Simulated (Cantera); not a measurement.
Charge: 1 mol PbO, 7.7 mol CO, 0.53 mol C, held at 0.0910 bar.

Equilibrium computed with Cantera from the NASA thermochemical tables; the gas is ideal and each condensed phase is pure. Candidate condensed phases: C, Pb, PbO, PbO₂, Pb₃O₄; 15 gas species. Rates play no part. All values below are at 1400 K.

Base state: CO 0.853, Pb 0.0958, CO₂ 0.0516, Pb₂ 2.02e-5 (mole fractions); condensed: Pb(l).

Question: What changes in the equilibrium state with this change: pressure from 0.0910 bar to 0.560 bar?

Answer: 
```
species      before    after
----------  -------  -------
CO            0.853    0.928
CO₂          0.0516   0.0562
Pb           0.0958   0.0156
Pb₂         2.02e-5  3.29e-6
Pb(l), mol    0.128    0.870
```
